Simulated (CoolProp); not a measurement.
Vapour-liquid equilibrium of cyclohexane (1) + ethylbenzene (2) at 1.08 MPa; x and y are mole fractions of (1).

Values from CoolProp's multi-fluid Helmholtz-energy mixture model, Zhou 2014 and Zhou 2012; pair parameters Bell 2016.

```
x     bubble temperature, mixture model (K)  bubble temperature, Raoult's law (K)  y, mixture model  y, Raoult's law
----  -------------------------------------  ------------------------------------  ----------------  ---------------
0.05                                  521.4                                 521.3             0.106            0.125
0.15                                  511.4                                 511.6             0.290            0.329
0.25                                  502.4                                 503.0             0.441            0.487
0.35                                  494.4                                 495.3             0.563            0.610
0.45                                  487.3                                 488.4             0.662            0.708
0.55                                  481.0                                 482.1             0.743            0.787
0.65                                  475.5                                 476.3             0.812            0.851
0.75                                  470.5                                 471.1             0.872            0.904
0.85                                  465.9                                 466.2             0.925            0.948
0.95                                  461.7                                 461.8             0.976            0.984
```

The largest gap from Raoult's law is -1.1 K in bubble temperature, at x = 0.45. No azeotrope shows between x = 0.05 and 0.95.

Pair parameters are fitted to limited data, so mixtures are less certain than the pure fluids.
